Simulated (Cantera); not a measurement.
A freely propagating, adiabatic, planar premixed flame of H₂ : O₂ : N₂ = 1 : 0.417 : 1.62 (molar parts), unburnt at 425 K and 1.28 atm; mixture-averaged transport, grid criteria slope 0.08 and curve 0.16, no radiation.

Computed with Cantera and the H2/O2 subset of GRI-Mech 3.0, which has no nitrogen chemistry. Burning velocities carry a grid error of a few per cent, more on coarse grids.

Q: How do the results move with these cheaper or finer settings: unity-Lewis-number transport; multicomponent transport; multicomponent+Soret transport; grid criteria slope 0.5, curve 1; grid criteria slope 0.25, curve 0.5; grid criteria slope 0.03, curve 0.06?

A: 
```json
[
 {"setting": "as above", "laminar burning velocity": "459 cm/s", "thermal thickness": "0.286 mm", "peak x(H₂O₂)": "6.93e-5", "peak x(O)": "0.00849", "grid points": "117"},
 {"setting": "unity-Lewis-number transport", "laminar burning velocity": "298 cm/s", "thermal thickness": "0.239 mm", "peak x(H₂O₂)": "2.16e-5", "peak x(O)": "0.00845", "grid points": "104"},
 {"setting": "multicomponent transport", "laminar burning velocity": "450 cm/s", "thermal thickness": "0.285 mm", "peak x(H₂O₂)": "7.01e-5", "peak x(O)": "0.00843", "grid points": "118"},
 {"setting": "multicomponent+Soret transport", "laminar burning velocity": "422 cm/s", "thermal thickness": "0.278 mm", "peak x(H₂O₂)": "7.19e-5", "peak x(O)": "0.00841", "grid points": "119"},
 {"setting": "grid criteria slope 0.5, curve 1", "laminar burning velocity": "512 cm/s", "thermal thickness": "0.365 mm", "peak x(H₂O₂)": "5.63e-5", "peak x(O)": "0.00869", "grid points": "38"},
 {"setting": "grid criteria slope 0.25, curve 0.5", "laminar burning velocity": "468 cm/s", "thermal thickness": "0.312 mm", "peak x(H₂O₂)": "6.19e-5", "peak x(O)": "0.00872", "grid points": "56"},
 {"setting": "grid criteria slope 0.03, curve 0.06", "laminar burning velocity": "456 cm/s", "thermal thickness": "0.280 mm", "peak x(H₂O₂)": "7.16e-5", "peak x(O)": "0.00848", "grid points": "276"}
]
```
Unity Lewis numbers drop preferential diffusion, which matters most where H2 and H carry the flame; Soret adds thermal diffusion.
